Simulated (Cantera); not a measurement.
Cantera run:

```python
import numpy as np
import cantera as ct

gas_names = """
    F F2 FS2F,fluorodisu S SF SF2 SF3 SF4 SF5 SF6 S2 S2F2,thiothiony S8 Si SiF SiF2 SiF3 SiF4 SiS Si2
    Si3
""".split()
cond_names = """
    S(cr1) S(cr2) S(L) Si(cr) Si(L)
""".split()


# ... load() reads the species with a 1 bar reference pressure and builds the phases ...
atoms = {
    'Si': {'Si': 1},
    'SF6': {'S': 1, 'F': 6},
}
top_T = {}  # K; cautious upper limits of use, not melting points


# ... equilibrate(T, P, feed) seeds the gas with the atoms and calls Mixture.equilibrate('TP', solver="vcs", rtol=1e-11, max_steps=5000) ...
results = []
feed = {'Si': 1, 'SF6': 2}  # mol
T = 800  # K
P = 28  # Pa
mix = equilibrate(T, P, feed)
results.append((T, P, feed, dict(zip(mix.species_names, mix.species_moles))))
print(gas.report(threshold=0.0001))
for i in range(1, mix.n_phases):
    print(f"{mix.phase(i).name:16s} {mix.phase_moles(i):12.5e} mol")
```

Output:

```
       temperature   800 K
          pressure   28 Pa
           density   0.0004546 kg/m^3
  mean mol. weight   107.99 kg/kmol
   phase of matter   gas

                          1 kg             1 kmol
                     ---------------   ---------------
          enthalpy       -9.4025e+06       -1.0154e+09  J
   internal energy       -9.4641e+06       -1.0221e+09  J
           entropy            4250.7        4.5904e+05  J/K
    Gibbs function       -1.2803e+07       -1.3826e+09  J
 heat capacity c_p            945.72        1.0213e+05  J/K
 heat capacity c_v            868.72             93816  J/K

                      mass frac. Y      mole frac. X     chem. pot. / RT
                     ---------------   ---------------   ---------------
               SF2         0.0024075         0.0037112           -91.507
               SF3         0.0018029         0.0021862            -127.4
               SF4           0.60498           0.60464           -163.29
               SF6           0.05455          0.040335           -235.07
   S2F2,thiothiony          0.011199          0.011843           -111.23
              SiF4           0.32506           0.33728           -289.73
     [  +15 minor]        3.0099e-06        2.7304e-06

S(L)              0.00000e+00 mol
Si(cr)            0.00000e+00 mol
```

Cantera equilibrium calculation (NASA polynomials, part measured and part estimated; ideal gas, pure solids and liquids). The tables' values for S2F2 (SSF2), SF3 are old estimates; treat these amounts as uncertain.
